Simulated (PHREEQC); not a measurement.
Dissolve 0.014 mol HF, 0.0078 mol NH4HF2 and 9.4e-06 mol H4SiO4 per kg of water at 25 °C. Closed to the air; pH follows from the charge balance.

Equilibrium calculation in PHREEQC: ion-association model, phreeqc.dat.

The pH is 2.79, the ionic strength is 0.00957 mol/kgw and the total alkalinity comes out as -21.8 meq/kg.

```tsv
species	molality	activity	log γ
HF	0.0193	0.0194	0.001
F-	0.00889	0.00801	-0.045
NH4+	0.00780	0.00701	-0.046
H+	0.00176	0.00161	-0.039
HF2-	0.000660	0.000596	-0.044
SiF6-2	9.40e-6	6.33e-6	-0.172
NH3	2.47e-9	2.48e-9	0.001
```

Precipitation was switched off in this run. Complexes and solids missing from the database can't appear. SiF6-2 is the database's only silicon fluoride.
